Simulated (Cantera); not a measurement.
## Ignition delay

Mixture: C₂H₄ : O₂ : N₂ : CO₂ = 1 : 7.32 : 27.5 : 0.74 (molar parts), at 35.0 bar, adiabatic and at constant pressure. Ignition delay is the time to a rise of 400 K.

Detailed kinetics in Cantera: GRI-Mech 3.0 (53 species, 325 reactions). GRI-Mech 3.0 was tuned for natural gas; its chemistry of ethylene as a main component is partial and can be far from experiment. The pressure lies above the range GRI-Mech 3.0 was tuned for (to about 10 atm).

```json
[
 {"T0 (K)": "1050", "delay (ms)": "12.0"},
 {"T0 (K)": "1150", "delay (ms)": "2.94"},
 {"T0 (K)": "1250", "delay (ms)": "0.472"},
 {"T0 (K)": "1350", "delay (ms)": "0.0771"},
 {"T0 (K)": "1450", "delay (ms)": "0.0156"},
 {"T0 (K)": "1550", "delay (ms)": "0.00432"},
 {"T0 (K)": "1650", "delay (ms)": "0.00189"},
 {"T0 (K)": "1750", "delay (ms)": "0.00109"}
]
```

- apparent activation energy between 1550 and 1750 K: 160 kJ/mol
